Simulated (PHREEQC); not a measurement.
# Metal-bearing waste water

A solution holds 3.4 mmol/kgw ZnSO4, 1.1 mmol/kgw CaCl2 and 14 mmol/kgw H2SO4, at 25 °C. Closed to the air; pH follows from the charge balance.

Model: ion-association model, phreeqc.dat, run in PHREEQC.

Each row changes one thing in this solution. Precipitation was switched off in this run.

| case | pH | ionic strength (mol/kgw) | HSO4- (mol/kgw) | SO4-2 (mol/kgw) | Zn+2 (mol/kgw) | ZnSO4 (mol/kgw) | SI of Zn(OH)2(e) (Zn(OH)2) |
|---|---|---|---|---|---|---|---|
| as made | 1.76 | 0.0372 | 0.00797 | 0.00792 | 0.00227 | 0.00105 | -10.92 |
| CaCl2 replaced by HCl at the same molality | 1.74 | (withheld) | 0.00832 | 0.00787 | 0.00226 | 0.00107 | -10.95 |
| H2SO4 from 0.014 to 0.028 mol/kgw | (withheld) | 0.0573 | 0.0186 | 0.0111 | 0.00218 | 0.00111 | -11.51 |
| CaCl2 replaced by LiCl at the same molality | 1.76 | 0.0358 | 0.00812 | 0.00804 | 0.00225 | 0.00108 | -10.92 |
| diluted 2-fold with water | 2.01 | 0.0208 | 0.00310 | 0.00496 | 0.00121 | (withheld) | -10.63 |
| 0.0055 mol/kgw HCl added | 1.67 | 0.0416 | 0.00878 | 0.00727 | 0.00237 | 0.000948 | -11.09 |
| CaCl2 from 0.0011 to 0.00121 mol/kgw | 1.76 | 0.0374 | 0.00795 | 0.00791 | 0.00227 | 0.00105 | -10.92 |
| CaCl2 left out | 1.76 | 0.0347 | 0.00815 | (withheld) | 0.00224 | 0.00109 | -10.91 |

Q: Complete the blanks.

A: 
- CaCl2 replaced by HCl at the same molality, ionic strength (mol/kgw): 0.0355
- H2SO4 from 0.014 to 0.028 mol/kgw, pH: 1.50
- diluted 2-fold with water, ZnSO4 (mol/kgw): 0.000468
- CaCl2 left out, SO4-2 (mol/kgw): 0.00802
